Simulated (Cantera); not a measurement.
Premixed flame

A freely propagating, adiabatic, planar premixed flame of 11.2 % CH4, 18.7 % O2, 70.1 % N2, unburnt at 550 K and 6.60 bar; unity-Lewis-number transport, grid criteria slope 0.08 and curve 0.16, no radiation.

Cantera simulation using GRI-Mech 3.0 (53 species, 325 reactions); the numbers are that mechanism's predictions, not measurements. Unity Lewis numbers drop preferential diffusion, which matters most where H2 and H carry the flame. Burning velocities carry a grid error of a few per cent, more on coarse grids.

```
z (mm)   T (K)  u (m/s)    x CH4      x O2      x H2      x OH    x C2H    x C2H2
-------  -----  -------  -------  --------  --------  --------  -------  --------
-0.382     552    0.322    0.112     0.187   3.35e-5     <1e-8    <1e-8   7.62e-7
-0.255     563    0.328    0.111     0.186  0.000237     <1e-8    <1e-8   5.39e-6
-0.191     598    0.349    0.109     0.182  0.000866     <1e-8    <1e-8   1.97e-5
-0.127     762    0.447   0.0975     0.166   0.00392   5.29e-8    <1e-8   8.93e-5
-0.0637   1281    0.762   0.0593     0.110    0.0144   3.07e-6    <1e-8  0.000328
-0.0319   1696     1.02   0.0278    0.0627    0.0232   7.87e-5  2.44e-8  0.000551
0         2079     1.27  0.00358    0.0188    0.0287   0.00164  1.05e-6  0.000565
0.0319    2212     1.35  8.29e-5   0.00407    0.0264   0.00425  3.15e-7   5.52e-5
0.0637    2251     1.37  2.26e-6   0.00165    0.0260   0.00396  1.72e-8   3.07e-6
0.127     2284     1.38  1.73e-8  0.000626    0.0257   0.00270    <1e-8   4.71e-8
0.255     2304     1.39    <1e-8  0.000203    0.0254   0.00159    <1e-8     <1e-8
0.510     2313     1.40    <1e-8   7.20e-5    0.0253  0.000991    <1e-8     <1e-8
1.02      2316     1.40    <1e-8   4.72e-5    0.0252  0.000827    <1e-8     <1e-8
```
x: mole fraction of selected species; z is measured from the peak of heat release.

```yaml
laminar_burning_velocity: 32.1 cm/s
thermal_thickness: 0.127 mm
peak x(H2): 0.0287
peak x(OH): 0.00433
peak x(C2H): 1.22e-6
peak x(C2H2): 0.000679
```
